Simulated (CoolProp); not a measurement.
Aqueous ethanol as a coolant, at 8 °C, 1 atm.

The numbers come from the Melinder's fits for secondary coolants in CoolProp.

```csv
mass %,freezing point (°C),viscosity (mPa s),density (kg/m³),Prandtl number,conductivity (W/(m K))
1.9,-0.8,1.51,996.1,11.4,(withheld)
7.3,-3.0,(withheld),987.7,16.6,0.530
12.6,-5.9,2.64,981.4,23.2,0.498
17.9,-9.5,(withheld),975.8,30.7,0.467
23.3,-13.9,3.89,969.7,38.3,(withheld)
28.6,-18.8,4.35,962.9,44.8,0.410
34,-24.0,4.65,954.6,49.7,0.383
39.3,-28.9,4.77,945.3,52.7,0.359
44.6,-33.5,4.73,934.7,54.1,0.336
50,-37.6,4.58,923.1,54.2,0.314
55.3,-41.4,4.35,911.3,53.0,0.294
```

### Question
Fill in the missing entries.

### Answer

- 1.9, conductivity (W/(m K)): 0.564
- 7.3, viscosity (mPa s): 2.03
- 17.9, viscosity (mPa s): 3.28
- 23.3, conductivity (W/(m K)): 0.437
